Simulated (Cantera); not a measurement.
Charge: 1 mol CH3F, 1.8 mol H2, 0.14 mol Si, equilibrated at 900 K and 5.40e-5 bar.

Method: chemical equilibrium by Gibbs-energy minimisation in Cantera with the NASA 1993 tables (ideal gas, pure condensed phases). Candidate condensed phases: C, C6H6, C7H8, C8H18, Si, SiC; 113 gas species. Rates play no part.

Base state: H2 0.842, HF 0.120, SiF4 0.0383, CH4 1.19e-5 (mole fractions); condensed: C(graphite).

Q: What changes in the equilibrium state with this change: CH3F replaced by C2F6?

A: 
| species | before | after |
|---|---|---|
| HF | 0.120 | 0.857 |
| CF4 | <1e-9 | 0.110 |
| SiF4 | 0.0383 | 0.0333 |
| H2 | 0.842 | <1e-9 |
| CH4 | 1.19e-5 | <1e-9 |
| C(graphite), mol | 1.000 | 1.54 |
The feed counts by its element totals alone. Gases not in the tables: C2F6 and larger saturated fluorocarbons.
